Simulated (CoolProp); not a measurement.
Values from CoolProp's reference Helmholtz-energy equation of state, Span 1996.

### Question
For carbon dioxide, give the phase and the Joule-Thomson coefficient (K/MPa) at 242.9 K and 4 MPa; 363.5 K and 4 MPa; 524.2 K and 4 MPa.

### Answer
- 242.9 K and 4 MPa: liquid; Joule-Thomson coefficient -0.0301
- 363.5 K and 4 MPa: gas; Joule-Thomson coefficient 6.54
- 524.2 K and 4 MPa: gas; Joule-Thomson coefficient 2.66
